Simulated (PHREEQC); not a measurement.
Solution (27 °C): 0.0082 mol/kgw HF, 6e-05 mol/kgw NH4HF2 and 0.00076 mol/kgw H2SO4. Closed to the air; pH follows from the charge balance.

Model: ion-association model, phreeqc.dat, run in PHREEQC.

No solid was allowed to form.

**Question.** Order these F species by the share of F that they hold, largest first: F-, HF, HF2-.

**Answer.** HF (79 %), F- (19 %), HF2- (1.0 %)

The pH is 2.55 and the ionic strength 0.00365 mol/kgw.
